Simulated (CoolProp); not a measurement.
A simple Rankine cycle with propylene: condensing at 308.15 K, boiler at 3.45 MPa, turbine inlet 364.2 K, turbine efficiency 0.6, pump efficiency 0.8, no recuperator. Each further row changes one setting.

Model: reference Helmholtz-energy equation of state, Lemmon 2013, in CoolProp.

| case | thermal efficiency (%) | net work (kJ/kg) | heat in (kJ/kg) | turbine exit temperature (K) | volume ratio over the turbine |
|---|---|---|---|---|---|
| as stated | 5.4 | 19.9 | 366 | 323.6 | 2.56 |
| turbine inlet 384.2 K | 5.7 | 23.9 | 419 | 348.0 | 2.47 |
| condensing temperature 300.15 K | 6.5 | 25.1 | 388 | 316.3 | 3.13 |
| boiler pressure 2.42 MPa | 3.6 | 14.5 | 402 | 344.1 | 1.68 |
| turbine efficiency 0.5 | 4.3 | 15.7 | 366 | 325.6 | 2.59 |
